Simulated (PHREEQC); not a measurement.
Make-up at 50 °C: 1.6 mmol/kgw CuSO4, 82 mmol/kgw HNO3 and 0.36 mmol/kgw NaCl. Closed to the air; pH follows from the charge balance.

Computed with PHREEQC (ion-association model, phreeqc.dat).

Each row changes one thing in this solution. This is a speciation only: nothing precipitates in the calculation.

```json
[
 {"case": "as made", "pH": "1.18", "HSO4- (mol/kgw)": "0.00135", "SO4-2 (mol/kgw)": "0.000239", "CuSO4 (mol/kgw)": "1.34e-5", "CuOH+ (mol/kgw)": "1.24e-10"},
 {"case": "NaCl left out", "pH": "1.18", "HSO4- (mol/kgw)": "0.00135", "SO4-2 (mol/kgw)": "0.000238", "CuSO4 (mol/kgw)": "1.35e-5", "CuOH+ (mol/kgw)": "1.24e-10"},
 {"case": "0.0044 mol/kgw HBr added", "pH": "1.16", "HSO4- (mol/kgw)": "0.00136", "SO4-2 (mol/kgw)": "0.000231", "CuSO4 (mol/kgw)": "1.26e-5", "CuOH+ (mol/kgw)": "1.17e-10"},
 {"case": "temperature from 50 to 70 °C", "pH": "1.18", "HSO4- (mol/kgw)": "0.00144", "SO4-2 (mol/kgw)": "0.000155", "CuSO4 (mol/kgw)": "9.03e-6", "CuOH+ (mol/kgw)": "(withheld)"},
 {"case": "HNO3 replaced by Cu(NO3)2 at the same molality", "pH": "(withheld)", "HSO4- (mol/kgw)": "4.59e-6", "SO4-2 (mol/kgw)": "0.000667", "CuSO4 (mol/kgw)": "0.000928", "CuOH+ (mol/kgw)": "(withheld)"}
]
```

Task: Some entries are withheld; supply them.

Result: 
- temperature from 50 to 70 °C, CuOH+ (mol/kgw): 1.22e-10
- HNO3 replaced by Cu(NO3)2 at the same molality, pH: 3.95
- HNO3 replaced by Cu(NO3)2 at the same molality, CuOH+ (mol/kgw): 3.12e-6

Away from 25 °C the constants follow the database's enthalpies or fits; those with neither stay at their 25 °C values.
